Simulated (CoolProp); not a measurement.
Model: reference Helmholtz-energy equation of state, Jacobsen 1992, in CoolProp.

Question: For R11, give the phase and the speed of sound (m/s), conductivity (mW/(m K)), Prandtl number, fugacity coefficient at 161.35 °C and 8.7 bar; 226.85 °C and 8.7 bar.

Answer: 
- 161.35 °C and 8.7 bar: gas; speed of sound 157, conductivity 14.4, Prandtl number 0.726, fugacity coefficient 0.915
- 226.85 °C and 8.7 bar: gas; speed of sound 174, conductivity 17.0, Prandtl number 0.719, fugacity coefficient 0.946

Viscosity comes from a separate model (Klein 1997), an estimate that may be off by 10 % or more. Thermal conductivity comes from a separate model (McLinden 2000), an estimate that may be off by 10 % or more.
